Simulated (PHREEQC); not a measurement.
Consider water at 25 °C with 0.015 mol H3PO4, 0.042 mol KOH and 0.0037 mol NaNO3 per kg of water. Closed to the air; pH follows from the charge balance.

All values are PHREEQC results (ion-association model, phreeqc.dat), not measurements.

This is a speciation only: nothing precipitates in the calculation.

Question: Order these P species by the share of P that they hold, largest first: KHPO4-, NaHPO4-, PO4-3, HPO4-2.

Answer: HPO4-2 (57 %), PO4-3 (41 %), KHPO4- (1.9 %), NaHPO4- (0.17 %)

The pH is 11.66 and the ionic strength 0.0722 mol/kgw.
